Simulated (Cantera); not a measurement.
# Equilibrium for roasting and sulfation: MgO + SO3 + N2

Feed: 1 mol MgO, 0.66 mol SO3, 0.69 mol N2, held at 1.00 bar.

These are equilibrium values from Cantera (NASA tables, ideal gas, pure condensed phases), not measurements of a reactor. Candidate condensed phases: Mg, MgO, MgS, MgSO4, S; 22 gas species. Mutual solubility and eutectic melting of coexisting phases are not modelled. The numbers say what is thermodynamically allowed, not how fast it happens.

```tsv
T (K)	x N2	x SO2	x O2	x SO3	x NO	n MgO(s)	n MgSO4(s)
1323	0.452	0.355	0.177	0.0156	0.000319	0.906	0.0938
1373	0.413	0.383	0.191	0.0127	0.000429	1.00	0
1423	0.412	0.385	0.192	0.00956	0.000570	1.00	0
1473	0.412	0.387	0.193	0.00731	0.000742	1.00	0
1523	0.411	0.388	0.194	0.00569	0.000949	1.00	0
1573	0.411	0.389	0.194	0.00449	0.00119	1.00	0
1623	0.411	0.390	0.194	0.00360	0.00148	1.00	0
1673	0.410	0.391	0.194	0.00292	0.00181	1.00	0
1723	0.410	0.391	0.194	0.00240	0.00219	1.00	0
```
x: gas mole fraction; n: condensed amount in mol.

At 1323 K the condensed part is MgO(s) + MgSO4(s). From 1373 K to 1723 K the condensed part is MgO(s).
